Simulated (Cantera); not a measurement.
Input: 1 mol PbO, 0.67 mol H₂, equilibrated at 10.0 Torr.

Method: chemical equilibrium by Gibbs-energy minimisation in Cantera with the NASA 1993 tables (ideal gas, pure condensed phases). Candidate condensed phases: H₂O, Pb, PbO, PbO₂, Pb₃O₄; 12 gas species. Each liquid is taken as pure. Mutual solubility and eutectic melting of coexisting phases are not modelled. Gases not in the tables: (PbO)n polymers. Rates play no part.

Which condensed phases are stable at each of these points (T (K)): 1300, 1350, 1400, 1450, 1500, 1550, 1600, 1650, 1700, 1750, 1800, 1850, 1900?


```tsv
T (K)	condensed phases	Pb condensed (%)
1300	Pb(l) + PbO(l)	79.9
1350	Pb(l) + PbO(l)	46.3
1400	PbO(l)	6.0
1450	gas only	0.0
1500	gas only	0.0
1550	gas only	0.0
1600	gas only	0.0
1650	gas only	0.0
1700	gas only	0.0
1750	gas only	0.0
1800	gas only	0.0
1850	gas only	0.0
1900	gas only	0.0
```

From 1300 K to 1350 K the condensed part is Pb(l) + PbO(l). At 1400 K the condensed part is PbO(l). From 1450 K to 1900 K nothing is condensed.
